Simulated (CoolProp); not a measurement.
Sulfur hexafluoride along the isotherm 342.6 K: Z from the reference equation and from simpler models built on Tc = 318.7 K, pc = 3.755 MPa, ω = 0.210; each cubic takes its own stable root.

Model: reference Helmholtz-energy equation of state, Guder 2009, in CoolProp.

```csv
p (MPa),phase,reference
1.44,gas,0.8921
2.89,gas,0.7634
4.33,supercritical,0.5992
5.78,supercritical,0.4022
7.22,supercritical,0.3691
8.67,supercritical,0.3974
10.1,supercritical,0.4356
11.6,supercritical,0.4788
13,supercritical,0.5201
14.4,supercritical,0.5618
15.9,supercritical,0.6064
17.3,supercritical,0.6480
18.8,supercritical,0.6923
```

Task: How far does each simpler model (van der Waals, Redlich-Kwong, Peng-Robinson) lie from the reference over these 13 states: mean and median of the absolute difference, and the worst?

Result: 
- van der Waals: mean 18.0 %, median 25.1 %, worst +27.1 % at 342.6 K and 18.8 MPa
- Redlich-Kwong: mean 4.0 %, median 3.7 %, worst +7.6 % at 342.6 K and 8.67 MPa
- Peng-Robinson: mean 3.3 %, median 3.2 %, worst -5.9 % at 342.6 K and 18.8 MPa
